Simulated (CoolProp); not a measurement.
Nitrous oxide along the isobar 41.5 MPa: density (kg/m³) from the reference equation and from simpler models built on Tc = 309.5 K, pc = 7.245 MPa, ω = 0.161; each cubic takes its own stable root.

The numbers come from the reference Helmholtz-energy equation of state, Lemmon 2006 in CoolProp. It is a short technical equation, of lower accuracy than the large ones.

```json
[
 {"T (K)": "261.4", "phase": "liquid", "reference": "1087"},
 {"T (K)": "276.1", "phase": "liquid", "reference": "1048"},
 {"T (K)": "290.7", "phase": "liquid", "reference": "1008"},
 {"T (K)": "305.3", "phase": "liquid", "reference": "967.6"},
 {"T (K)": "319.9", "phase": "supercritical", "reference": "926.2"},
 {"T (K)": "334.5", "phase": "supercritical", "reference": "884.0"},
 {"T (K)": "349.1", "phase": "supercritical", "reference": "841.4"},
 {"T (K)": "363.7", "phase": "supercritical", "reference": "798.8"},
 {"T (K)": "378.3", "phase": "supercritical", "reference": "756.5"},
 {"T (K)": "392.9", "phase": "supercritical", "reference": "715.2"},
 {"T (K)": "407.5", "phase": "supercritical", "reference": "675.6"},
 {"T (K)": "422.2", "phase": "supercritical", "reference": "637.7"},
 {"T (K)": "436.8", "phase": "supercritical", "reference": "602.7"}
]
```

**Question.** How far does each simpler model (van der Waals, Peng-Robinson) lie from the reference over these 13 states: mean and median of the absolute difference, and the worst?

**Answer.** 
- van der Waals: mean 21.3 %, median 22.3 %, worst -30.8 % at 261.4 K and 41.5 MPa
- Peng-Robinson: mean 2.9 %, median 2.8 %, worst +6.0 % at 261.4 K and 41.5 MPa
